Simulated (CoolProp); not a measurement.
A Linde-Hampson liquefier for dry air: isothermal reversible compression at 300 K from 1 atm to 30 MPa, throttling to 1 atm, return gas leaving the recuperator 5 K below the feed. Each further row changes one setting.

The numbers come from the reference Helmholtz-energy equation of state, Lemmon 2000 in CoolProp. It is a pseudo-pure fit of the blend.

```tsv
case	liquid yield per pass	compression work (kJ/kg of gas)
as stated	___	491
high pressure 60 MPa	___	___
warm-end temperature 330 K	0.063	544
warm-end gap 10 K	___	491
```

Task: Some entries are withheld; supply them.

Result: 
- as stated, liquid yield per pass: 0.088
- high pressure 60 MPa, liquid yield per pass: 0.087
- high pressure 60 MPa, compression work (kJ/kg of gas): 565
- warm-end gap 10 K, liquid yield per pass: 0.077
